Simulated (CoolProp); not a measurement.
Sulfur hexafluoride along the isotherm 228.6 K: density (kg/m³) from the reference equation and from simpler models built on Tc = 318.7 K, pc = 3755 kPa, ω = 0.210; each cubic takes its own stable root.

The numbers come from the reference Helmholtz-energy equation of state, Guder 2009 in CoolProp.

```json
[
 {"p (kPa)": "563", "phase": "liquid", "reference": "1822"},
 {"p (kPa)": "1130", "phase": "liquid", "reference": "1825"},
 {"p (kPa)": "1690", "phase": "liquid", "reference": "1828"},
 {"p (kPa)": "2250", "phase": "liquid", "reference": "1831"},
 {"p (kPa)": "2820", "phase": "liquid", "reference": "1834"},
 {"p (kPa)": "3380", "phase": "liquid", "reference": "1837"}
]
```

How far does each simpler model (Redlich-Kwong, Peng-Robinson) lie from the reference over these 6 states: mean and median of the absolute difference, and the worst?


- Redlich-Kwong: mean 7.1 %, median 7.1 %, worst -7.6 % at 228.6 K and 563 kPa
- Peng-Robinson: mean 8.4 %, median 8.4 %, worst +8.7 % at 228.6 K and 3380 kPa
